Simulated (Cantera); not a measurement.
Charge: 1 mol SiO2, 0.94 mol CO, 0.99 mol H2, 0.34 mol CH4, held at 527 °C and 2.40 Torr.

Cantera equilibrium calculation (NASA polynomials, part measured and part estimated; ideal gas, pure solids and liquids). Candidate condensed phases: C, C6H6, C7H8, C8H18, H2O, Si, SiC, SiO2; 123 gas species. Equilibrium is a limit: real reactors are often held back by kinetics, nucleation or transport.

Base state: H2 0.651, CO 0.304, CO2 0.0291, H2O 0.0148, CH4 0.00182 (mole fractions); condensed: C(graphite) + SiO2(α-quartz).

**Question.** What changes in the equilibrium state with this change: temperature from 527 °C to 1152 °C?

**Answer.** 
```
species               before    after
-------------------  -------  -------
H2                     0.651    0.585
CO                     0.304    0.410
SiO                    <1e-9  0.00476
CO2                   0.0291  2.06e-6
H2O                   0.0148  6.69e-6
H                      <1e-9  9.22e-5
CH4                  0.00182  1.44e-6
C(graphite), mol       0.445        0
SiO2(α-quartz), mol     1.00        0
SiC(s), mol                0    0.109
SiO2(β-quartz), mol        0    0.878
```
Mutual solubility and eutectic melting of coexisting phases are not modelled. The tables hold silica as quartz up to 1696 K and as liquid above; real silica turns to tridymite and cristobalite and melts near 1996 K.
